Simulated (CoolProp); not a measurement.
CF4 (R14) along the isotherm -28.75 °C: fugacity coefficient from the reference equation and from simpler models built on Tc = -45.8 °C, pc = 37.62 bar, ω = 0.178; each cubic takes its own stable root.

Values from CoolProp's reference Helmholtz-energy equation of state, Platzer 1990. This equation is an older, rougher fit; its heat capacities, sound speeds and derivatives of the liquid may be far off and weren't checked against measurements.

```tsv
p (bar)	phase	reference	van der Waals	Redlich-Kwong	Soave-Redlich-Kwong	Peng-Robinson
3.53	gas	0.9746	0.9767	0.9742	0.9749	0.9716
7.05	gas	0.9497	0.9536	0.9488	0.9501	0.9439
10.6	gas	0.9248	0.9303	0.9235	0.9255	0.9164
14.1	gas	0.9006	0.9075	0.8988	0.9014	0.8897
17.6	gas	0.8766	0.8847	0.8743	0.8776	0.8635
21.2	gas	0.8523	0.8612	0.8493	0.8533	0.8370
24.7	gas	0.8288	0.8384	0.8252	0.8299	0.8116
28.2	gas	0.8055	0.8155	0.8013	0.8068	0.7866
31.7	gas	0.7823	0.7924	0.7776	0.7837	0.7620
35.3	gas	0.7585	0.7684	0.7532	0.7602	0.7370
38.8	supercritical	0.7355	0.7448	0.7295	0.7374	0.7129
42.3	supercritical	0.7124	0.7205	0.7058	0.7146	0.6892
45.9	supercritical	0.6886	0.6947	0.6814	0.6913	0.6650
49.4	supercritical	0.6653	0.6686	0.6575	0.6687	0.6418
52.9	supercritical	0.6420	0.6428	0.6338	0.6462	0.6191
56.4	supercritical	0.6191	0.6188	0.6108	0.6244	0.5970
```
